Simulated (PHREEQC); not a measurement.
Acid mine or pickling water: an equilibrium model

Synthetic water in mmol/kgw, 25 °C, pH 2.85, pe 12.4:

| constituent | mmol/kgw |
|---|---|
| Na | 2.32 |
| K | 2.57 |
| Ca | 1.92 |
| Mg | 0.0895 |
| Cl | 3.08 |
| S(6) | 4.24 |
| Mn(2) | 0.021 |

Valence states are taken as typed.

Model: ion-association model, wateq4f.dat, run in PHREEQC.

Each row changes one thing in this solution. This is a speciation only: nothing precipitates in the calculation.

```csv
case,ionic strength (mol/kgw),HSO4- (mol/kgw),KSO4- (mol/kgw),NaSO4- (mol/kgw),MgSO4 (mol/kgw),MnSO4 (mol/kgw),SI of Gypsum (CaSO4:2H2O),SI of Epsomite (MgSO4:7H2O)
as made,0.0150,0.000328,3.74e-5,2.43e-5,2.12e-5,3.99e-6,-1.12,-4.90
temperature from 25 to 45 °C at the same typed pH,…,0.000489,4.79e-5,2.54e-5,2.83e-5,4.94e-6,-1.14,-5.12
Na from 2.32 to 4.64 mmol/kgw,…,0.000324,3.67e-5,…,2.07e-5,3.88e-6,-1.13,-4.91
Na from 2.32 to 1.16 mmol/kgw,0.0144,…,3.78e-5,1.22e-5,…,4.04e-6,-1.11,-4.90
```

### Question
Some entries are withheld; supply them.

### Answer

- temperature from 25 to 45 °C at the same typed pH, ionic strength (mol/kgw): 0.0146
- Na from 2.32 to 4.64 mmol/kgw, ionic strength (mol/kgw): 0.0162
- Na from 2.32 to 4.64 mmol/kgw, NaSO4- (mol/kgw): 4.77e-5
- Na from 2.32 to 1.16 mmol/kgw, HSO4- (mol/kgw): 0.000331
- Na from 2.32 to 1.16 mmol/kgw, MgSO4 (mol/kgw): 2.15e-5

At this temperature some constants are extrapolated from 25 °C, and those without enthalpy data are left unchanged.
